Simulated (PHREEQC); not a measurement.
Solution (25 °C): 0.006 mol NH3, 0.0078 mol K2SiO3 and 0.11 mol K3PO4 per kg of water. Closed to the air; pH follows from the charge balance.

Model: ion-association model, phreeqc.dat, run in PHREEQC.

Each row changes one thing in this solution. Precipitation was switched off in this run.

| case | pH | ionic strength (mol/kgw) | PO4-3 (mol/kgw) | HPO4-2 (mol/kgw) | KHPO4- (mol/kgw) | NH4+ (mol/kgw) |
|---|---|---|---|---|---|---|
| as made | 12.11 | 0.644 | 0.0950 | 0.0134 | 0.00163 | 1.66e-5 |
| K2SiO3 replaced by KF at the same molality | 12.03 | ___ | 0.0924 | 0.0158 | 0.00189 | 1.97e-5 |
| diluted 10-fold with water | 11.75 | 0.0546 | 0.00467 | 0.00615 | 0.000183 | 2.37e-6 |
| NH3 replaced by NH4HCO3 at the same molality | ___ | ___ | 0.0898 | 0.0180 | 0.00220 | 2.35e-5 |
| K2SiO3 from 0.0078 to 0.00078 mol/kgw | ___ | 0.623 | 0.0926 | 0.0155 | 0.00184 | 1.92e-5 |

Task: Fill in the missing entries.

Result: 
- K2SiO3 replaced by KF at the same molality, ionic strength (mol/kgw): 0.629
- NH3 replaced by NH4HCO3 at the same molality, pH: 11.96
- NH3 replaced by NH4HCO3 at the same molality, ionic strength (mol/kgw): 0.638
- K2SiO3 from 0.0078 to 0.00078 mol/kgw, pH: 12.04

Complexes and solids missing from the database can't appear.
